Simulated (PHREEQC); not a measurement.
Consider water at 25 °C with 0.085 mol CuCl2 and 0.058 mol KCl per kg of water. Closed to the air; pH follows from the charge balance.

The numbers come from PHREEQC with the ion-association model, phreeqc.dat.

No solid was allowed to form.

Task: Predict the pH.

Result: pH 4.31.

Task: In which forms is Cl present?

Result: Cl- 94 %, CuCl+ 5.4 %, CuCl2 0.6 % of the Cl.

Complexes and solids missing from the database can't appear.
